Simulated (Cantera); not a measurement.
## Si + HF (silicon etching in halogen gases)

Input: 1 mol Si, a varied amount of HF, at 1298.15 K and 0.590 bar.

Equilibrium computed with Cantera from the NASA thermochemical tables; the gas is ideal and each condensed phase is pure. Candidate condensed phases: Si; 25 gas species. The tables' values for SiF₃, SiF₂ are old estimates; treat these amounts as uncertain. Kinetics and transport are ignored.

```csv
n(HF) (mol),x H₂,x HF,x SiF₄,x SiHF₃,n Si(s)
1.3,0.652,0.000513,0.302,0.0351,0.663
1.5,0.652,0.000513,0.302,0.0351,0.612
1.8,0.652,0.000513,0.302,0.0351,0.534
2,0.652,0.000513,0.302,0.0351,0.482
2.4,0.652,0.000513,0.302,0.0351,0.379
2.7,0.652,0.000513,0.302,0.0351,0.301
3.1,0.652,0.000513,0.302,0.0351,0.197
3.6,0.652,0.000513,0.302,0.0351,0.0679
4.2,0.625,0.0629,0.312,0.000284,0
4.8,0.526,0.211,0.263,6.02e-5,0
5.6,0.435,0.348,0.217,2.49e-5,0
6.4,0.370,0.444,0.185,1.41e-5,0
```
x: gas mole fraction; n: condensed amount in mol.

From 1.3 mol HF to 3.6 mol HF the condensed part is Si(s). From 4.2 mol HF to 6.4 mol HF nothing is condensed. The main Si-bearing gas is SiF₄ throughout.
